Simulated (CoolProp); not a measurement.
The fluid at 298.15 K and 0.0319 MPa is compressed adiabatically to 0.16 MPa with isentropic efficiency 1. The same conditions are run with several fluids, on thermodynamics alone (safety and materials aside).

The numbers come from the reference Helmholtz-energy equation of state of each fluid (R236FA: Pan 2012; propyne: Polt 1992; cis-2-butene: Lemmon 2005; nitrogen: Span 2000; R125: Lemmon 2005) in CoolProp. The equations of Platzer and Polt are older, rougher fits.

### Question
Rank R236FA, propyne, cis-2-butene, nitrogen, R125 by work (kJ/kg), highest first.

### Answer
nitrogen (181), propyne (110), cis-2-butene (76.0), R125 (35.4), R236FA (27.2)

```tsv
fluid	final temperature (K)	final density (kg/m³)
R236FA	332.3	9.12
propyne	367.6	2.13
cis-2-butene	349.8	3.17
nitrogen	471.7	1.14
R125	342.4	6.85
```
